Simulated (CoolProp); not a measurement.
Vapour-liquid equilibrium of carbon dioxide (1) + ethane (2) at -8.95 °C; x and y are mole fractions of (1).

The numbers come from the multi-fluid Helmholtz-energy mixture model, Span 1996 and Bücker 2006; pair parameters Kunz 2012 in CoolProp.

| x | bubble pressure (bar) | y at the bubble point | dew pressure at overall composition x (bar) | liquid density (mol/L) |
|---|---|---|---|---|
| 0.05 | … | 0.104 | 19.93 | 14.08 |
| 0.2 | 25.32 | 0.321 | 22.74 | 14.43 |
| 0.35 | 28.47 | 0.462 | 25.98 | 14.93 |
| 0.5 | 30.41 | 0.570 | 29.23 | … |
| 0.65 | 31.27 | 0.665 | 31.21 | 16.95 |
| 0.8 | … | 0.767 | 30.63 | 18.76 |
| 0.95 | 28.79 | 0.919 | 28.22 | 21.23 |

**Question.** Complete the blanks.

**Answer.** 
- 0.05, bubble pressure (bar): 20.88
- 0.5, liquid density (mol/L): 15.72
- 0.8, bubble pressure (bar): 30.97

y crosses x between x = 0.65 and 0.8: the model has an azeotrope there.

The pair parameters rest on a limited set of measurements; away from them the model extrapolates.
